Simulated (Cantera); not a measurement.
A freely propagating, adiabatic, planar premixed flame of CH4 : C2H6 : C3H8 : O2 : N2 = 1 : 0.48 : 0.63 : 7.76 : 29.2 (molar parts), equivalence ratio 0.88, unburnt at 475 K and 3.70 bar; mixture-averaged transport, grid criteria slope 0.08 and curve 0.16, no radiation.

Model: GRI-Mech 3.0 (53 species, 325 reactions), integrated in Cantera. GRI-Mech 3.0 was tuned for natural gas; its chemistry of propane as a main component is partial and can be far from experiment. Burning velocities carry a grid error of a few per cent, more on coarse grids.

### Question
How do the results move with these cheaper or finer settings: unity-Lewis-number transport; multicomponent transport; multicomponent+Soret transport; grid criteria slope 0.5, curve 1; grid criteria slope 0.25, curve 0.5; grid criteria slope 0.03, curve 0.06?

### Answer
```json
[
 {"setting": "as above", "laminar burning velocity": "58.1 cm/s", "thermal thickness": "0.123 mm", "peak x(HCO)": "3.71e-5", "peak x(H2)": "0.0113", "grid points": "138"},
 {"setting": "unity-Lewis-number transport", "laminar burning velocity": "49.4 cm/s", "thermal thickness": "0.128 mm", "peak x(HCO)": "3.67e-5", "peak x(H2)": "0.0118", "grid points": "139"},
 {"setting": "multicomponent transport", "laminar burning velocity": "58.5 cm/s", "thermal thickness": "0.124 mm", "peak x(HCO)": "3.74e-5", "peak x(H2)": "0.0114", "grid points": "138"},
 {"setting": "multicomponent+Soret transport", "laminar burning velocity": "57.8 cm/s", "thermal thickness": "0.125 mm", "peak x(HCO)": "3.72e-5", "peak x(H2)": "0.0107", "grid points": "138"},
 {"setting": "grid criteria slope 0.5, curve 1", "laminar burning velocity": "64.5 cm/s", "thermal thickness": "0.134 mm", "peak x(HCO)": "3.66e-5", "peak x(H2)": "0.0116", "grid points": "34"},
 {"setting": "grid criteria slope 0.25, curve 0.5", "laminar burning velocity": "60.7 cm/s", "thermal thickness": "0.126 mm", "peak x(HCO)": "3.73e-5", "peak x(H2)": "0.0115", "grid points": "57"},
 {"setting": "grid criteria slope 0.03, curve 0.06", "laminar burning velocity": "57.1 cm/s", "thermal thickness": "0.122 mm", "peak x(HCO)": "3.68e-5", "peak x(H2)": "0.0111", "grid points": "357"}
]
```
The base run took roughly 8 core-seconds.
Unity Lewis numbers drop preferential diffusion, which matters most where H2 and H carry the flame; Soret adds thermal diffusion.
